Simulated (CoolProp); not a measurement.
Vapour-liquid equilibrium of R143a (1) + fluoroethane (R161) (2) at -36.05 °C; x and y are mole fractions of (1).

Model: multi-fluid Helmholtz-energy mixture model, Lemmon and Jacobsen 2000 and Wu 2012; pair parameters Bell 2016, in CoolProp.

| x | bubble pressure, mixture model (kPa) | bubble pressure, Raoult's law (kPa) | y, mixture model | y, Raoult's law |
|---|---|---|---|---|
| 0.05 | 112.1 | 111.5 | 0.079 | 0.075 |
| 0.2 | 122.0 | 120.3 | 0.282 | 0.278 |
| 0.35 | 131.3 | 129.1 | 0.452 | 0.454 |
| 0.5 | 140.0 | 138.0 | 0.599 | 0.607 |
| 0.65 | 148.5 | 146.8 | 0.732 | 0.741 |
| 0.8 | 156.7 | 155.6 | 0.852 | 0.861 |
| 0.95 | 164.7 | 164.5 | 0.964 | 0.967 |

The largest gap from Raoult's law is +1.7 % in bubble pressure, at x = 0.35. No azeotrope shows between x = 0.05 and 0.95.

Pair parameters are fitted to limited data, so mixtures are less certain than the pure fluids.
